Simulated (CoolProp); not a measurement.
A single-stage vapour-compression cycle with CH3F (R41): evaporating at 212.15 K (dew point), condensing at 264.15 K (bubble point), superheat 0 K, subcooling 8 K, compressor efficiency 0.6, no pressure losses. Each further row changes one setting.

The numbers come from the reference Helmholtz-energy equation of state, Lemmon 2006 in CoolProp. It is a short technical equation, of lower accuracy than the large ones.

```tsv
case	cooling COP	pressure ratio	discharge temperature (K)	refrigerating effect (kJ/kg)	volumetric capacity (kJ/m³)
as stated	1.95	6.56	382.7	365	1830
evaporating temperature 217.15 K	(withheld)	5.25	366.6	(withheld)	2280
condensing temperature 259.15 K	(withheld)	5.66	(withheld)	376	1890
subcooling 13 K	2.02	6.56	382.7	376	1890
superheat 10 K	(withheld)	6.56	(withheld)	377	1790
compressor efficiency 0.5	1.63	6.56	(withheld)	365	1830
```

Question: Complete the blanks.

Answer: 
- evaporating temperature 217.15 K, cooling COP: 2.27
- evaporating temperature 217.15 K, refrigerating effect (kJ/kg): 367
- condensing temperature 259.15 K, cooling COP: 2.22
- condensing temperature 259.15 K, discharge temperature (K): 367.9
- superheat 10 K, cooling COP: 1.90
- superheat 10 K, discharge temperature (K): 400.5
- compressor efficiency 0.5, discharge temperature (K): 409.7
